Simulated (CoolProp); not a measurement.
Vapour-liquid equilibrium of R227EA (1) + isobutene (2) at 0.107 bar; x and y are mole fractions of (1).

Model: multi-fluid Helmholtz-energy mixture model, Lemmon 2016 and Lemmon 2005; pair parameters Bell 2016, in CoolProp.

### Question
Give the bubble temperature and the first vapour's composition at x = 0.05, 0.2, 0.275. Is there an azeotrope?

### Answer
x = 0.05: 216.0 K, y = 0.260; x = 0.2: 211.8 K, y = 0.486; x = 0.275: 211.3 K, y = 0.518. y crosses x between x = 0.5 and 0.575: the model has an azeotrope there.

The pair parameters rest on a limited set of measurements; away from them the model extrapolates.
